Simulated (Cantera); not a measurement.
A Cantera script and its output.

```python
import numpy as np
import cantera as ct

gas = ct.Solution("h2o2.yaml")
gas.TPX = 675, 140000, {'H2': 1, 'O2': 1, 'N2': 3.76, 'H2O': 1}
flame = ct.FreeFlame(gas, width=0.032)
flame.set_refine_criteria(ratio=3, slope=0.08, curve=0.16)
flame.transport_model = "unity-Lewis-number"
flame.solve(loglevel=0, auto=True)
z, T = flame.grid, flame.T
thick = (T[-1] - T[0]) / np.gradient(T, z).max()
show = ['H2', 'O2', 'H2O', 'HO2', 'OH', 'H2O2']
print(f"laminar burning velocity  {flame.velocity[0] * 100:.3f} cm/s")
print(f"burnt temperature         {T[-1]:.1f} K")
print(f"thermal thickness         {thick * 1e3:.4f} mm")
print(f"grid points               {len(z)}")
z0 = z[flame.heat_release_rate.argmax()]
print(f"{'z/mm':>9s}{'T/K':>9s}{'u/(m/s)':>9s}" + "".join(f"{s:>11s}" for s in show))
rows = []
for k in (-3, -2, -1.5, -1, -0.5, -0.25, 0, 0.25, 0.5, 1, 2, 4, 8):
    zz = z0 + k * thick
    rows.append([k * thick, np.interp(zz, z, T), np.interp(zz, z, flame.velocity),
                 *(np.interp(zz, z, flame.X[gas.species_index(s)]) for s in show)])
    print(f"{rows[-1][0] * 1e3:9.3f}{rows[-1][1]:9.1f}{rows[-1][2]:9.3f}" + "".join(f"{x:11.3e}" for x in rows[-1][3:]))
```

It prints:

```
laminar burning velocity  241.750 cm/s
burnt temperature         1733.1 K
thermal thickness         0.2077 mm
grid points               101
     z/mm      T/K  u/(m/s)         H2         O2        H2O        HO2         OH       H2O2
   -0.623    675.2    2.418  1.479e-01  1.479e-01  1.480e-01  5.423e-07  2.187e-12  6.335e-08
   -0.415    676.2    2.422  1.478e-01  1.479e-01  1.481e-01  3.014e-06  6.244e-11  3.490e-07
   -0.312    679.0    2.431  1.474e-01  1.477e-01  1.485e-01  1.033e-05  1.009e-09  1.170e-06
   -0.208    695.5    2.488  1.454e-01  1.467e-01  1.508e-01  5.321e-05  4.891e-08  5.568e-06
   -0.104    832.9    2.952  1.282e-01  1.386e-01  1.706e-01  3.254e-04  5.407e-05  2.571e-05
   -0.052   1049.5    3.664  9.686e-02  1.241e-01  2.052e-01  2.963e-04  6.422e-04  2.536e-05
    0.000   1300.4    4.460  5.141e-02  1.025e-01  2.525e-01  1.739e-04  2.918e-03  1.209e-05
    0.052   1467.1    4.968  2.192e-02  8.743e-02  2.840e-01  1.131e-04  5.872e-03  6.470e-06
    0.104   1556.6    5.234  1.140e-02  8.195e-02  2.974e-01  8.332e-05  6.974e-03  4.149e-06
    0.208   1638.3    5.473  5.401e-03  7.961e-02  3.074e-01  5.237e-05  6.407e-03  2.273e-06
    0.415   1690.5    5.625  2.248e-03  7.916e-02  3.136e-01  2.598e-05  4.594e-03  1.195e-06
    0.831   1715.9    5.699  7.711e-04  7.927e-02  3.168e-01  1.017e-05  2.842e-03  6.054e-07
    1.662   1726.3    5.729  2.513e-04  7.947e-02  3.182e-01  3.711e-06  1.681e-03  2.968e-07
```

Computed with Cantera and the H2/O2 subset of GRI-Mech 3.0, which has no nitrogen chemistry. Unity Lewis numbers drop preferential diffusion, which matters most where H2 and H carry the flame. Burning velocities carry a grid error of a few per cent, more on coarse grids. Lean hydrogen flames are cellular in practice and burn faster than this planar one.
